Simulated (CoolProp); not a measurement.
Computed with CoolProp (reference Helmholtz-energy equation of state, Schroeder 2014).

Problem. For ethanol, give the phase and the Z, cv (kJ/(kg K)), Joule-Thomson coefficient (K/MPa), expansivity (1/kK) at 195.3 K and 0.103 MPa; 440.2 K and 1.01 MPa.

Solution. 
- 195.3 K and 0.103 MPa: liquid; Z 0.00334, cv 1.55, Joule-Thomson coefficient -0.469, expansivity 1.04
- 440.2 K and 1.01 MPa: gas; Z 0.884, cv 1.96, Joule-Thomson coefficient 21.7, expansivity 3.96
